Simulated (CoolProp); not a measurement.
A single-stage vapour-compression cycle with the fluid: evaporating at 194.15 K (dew point), condensing at 257.15 K (bubble point), superheat 5 K, subcooling 0 K, compressor efficiency 0.6, no pressure losses. The same conditions are run with several fluids, on thermodynamics alone (safety and materials aside).

Model: reference Helmholtz-energy equation of state of each fluid (propylene: Lemmon 2013; hydrogen chloride: Thol 2018; propane: Lemmon 2009; ethane: Bücker 2006; R143a: Lemmon and Jacobsen 2000), in CoolProp.

Problem. Rank propylene, hydrogen chloride, propane, ethane, R143a by cooling COP, highest first.

Solution. propane (1.43), propylene (1.42), R143a (1.39), ethane (1.30), hydrogen chloride (1.27)

```csv
fluid,pressure ratio,discharge temperature (K),refrigerating effect (kJ/kg),volumetric capacity (kJ/m³)
propylene,18.8,363.8,339,162
hydrogen chloride,11.8,527.7,332,1060
propane,20.2,348.2,327,122
ethane,9.60,352.8,312,978
R143a,21.7,341.3,167,145
```
